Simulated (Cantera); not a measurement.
Mixture: CO : H2 : CH4 : O2 : N2 = 1 : 0.21 : 1.3 : 4.22 : 15.9 (molar parts), equivalence ratio 0.76, at 0.987 atm, adiabatic and at constant volume. Ignition delay is the time to a rise of 400 K.

Cantera simulation using GRI-Mech 3.0 (53 species, 325 reactions); the numbers are that mechanism's predictions, not measurements.

Question: What does this change do: pressure from 0.987 atm to 6.91 atm?

Answer: 
```csv
quantity,before,after
delay at 1198 K,8.21 ms,1.49 ms
delay at 1298 K,2.85 ms,0.595 ms
delay at 1398 K,1.10 ms,0.246 ms
delay at 1498 K,0.485 ms,0.108 ms
delay at 1598 K,0.243 ms,50.7 µs
delay at 1698 K,0.133 ms,25.8 µs
delay at 1798 K,77.6 µs,14.1 µs
apparent activation energy between 1598 and 1798 K,140 kJ/mol,150 kJ/mol
```

Question: What does this change do: N2 15.9 to 26 parts?

Answer: 
| quantity | before | after |
|---|---|---|
| delay at 1198 K | 8.21 ms | 12.8 ms |
| delay at 1298 K | 2.85 ms | 4.40 ms |
| delay at 1398 K | 1.10 ms | 1.65 ms |
| delay at 1498 K | 0.485 ms | 0.712 ms |
| delay at 1598 K | 0.243 ms | 0.348 ms |
| delay at 1698 K | 0.133 ms | 0.186 ms |
| delay at 1798 K | 77.6 µs | 0.107 ms |
| apparent activation energy between 1598 and 1798 K | 140 kJ/mol | 140 kJ/mol |
